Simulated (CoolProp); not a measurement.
Model: reference Helmholtz-energy equation of state, Lemmon 2016, in CoolProp.

Task: Give the vapour pressure (MPa), vapour density (kg/m³), enthalpy of vaporisation (kJ/kg) of saturated R365MFC at 120.25 °C.

Result: 
| T (°C) | p (MPa) | vapour density (kg/m³) | enthalpy of vaporisation (kJ/kg) |
|---|---|---|---|
| 120.25 | 0.931 | 53.7 | 139 |
